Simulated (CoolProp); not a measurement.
Properties of fluorine along the isotherm -124.45 °C (Tc = -128.7 °C, pc = 5240 kPa, ω = 0.045).

Values from CoolProp's reference Helmholtz-energy equation of state, de Reuck 1990.

| p (kPa) | phase | density (kg/m³) | Joule-Thomson coefficient (K/MPa) |
|---|---|---|---|
| 63.2 | gas | 1.949 | 7.584 |
| 120 | gas | 3.713 | 7.578 |
| 227 | gas | 7.068 | 7.568 |
| 431 | gas | 13.59 | 7.551 |
| 817 | gas | 26.39 | 7.527 |
| 1550 | gas | 52.69 | 7.498 |
| 2940 | gas | 112.7 | 7.440 |
| 5570 | supercritical | 340.6 | 6.098 |
| 10500 | supercritical | 954.2 | 0.6861 |
| 20000 | supercritical | 1100 | 0.09766 |
